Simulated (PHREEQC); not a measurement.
A solution holds 1.6 mmol/kgw Cu(BF4)2 and 0.81 mmol/kgw Na2SO4, at 75 °C. Closed to the air; pH follows from the charge balance.

All values are PHREEQC results (ion-association model, phreeqc.dat), not measurements.

No solid was allowed to form.

What pH, ionic strength does the model give?

pH 3.22; ionic strength 0.00723 mol/kgw.

In which forms is S present?

SO4-2 74 %, CuSO4 14 %, HSO4- 12 %, NaSO4- 0.5 % of the S.

Constants without temperature data keep their 25 °C values here. Real BF4- forms and hydrolyses slowly; the run takes it at equilibrium.
